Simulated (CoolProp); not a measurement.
Cyclopropane at 361.99 K and 0.938 MPa is throttled through a valve to 0.614 MPa with no heat exchange. Each further row changes one setting.

The numbers come from the reference Helmholtz-energy equation of state, Polt 1992 in CoolProp. This equation is an older, rougher fit.

| case | temperature change (K) | final density (kg/m³) |
|---|---|---|
| as stated | (withheld) | 9.19 |
| outlet pressure 0.184 MPa | -9.7 | (withheld) |
| outlet pressure 0.798 MPa | (withheld) | (withheld) |

Problem. Complete the blanks.

Solution. 
- as stated, temperature change (K): -4.1
- outlet pressure 0.184 MPa, final density (kg/m³): 2.69
- outlet pressure 0.798 MPa, temperature change (K): -1.8
- outlet pressure 0.798 MPa, final density (kg/m³): 12.1
